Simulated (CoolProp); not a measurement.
The numbers come from the reference Helmholtz-energy equation of state, Thol 2017 in CoolProp.

Task: For decamethyltetrasiloxane (MD2M), give the phase and the density (kg/m³), fugacity coefficient at 331.7 K and 64.2 kPa; 420.1 K and 1260 kPa; 516.3 K and 126 kPa.

Result: 
- 331.7 K and 64.2 kPa: liquid; density 815, fugacity coefficient 0.00848
- 420.1 K and 1260 kPa: liquid; density 727, fugacity coefficient 0.0242
- 516.3 K and 126 kPa: gas; density 9.74, fugacity coefficient 0.940
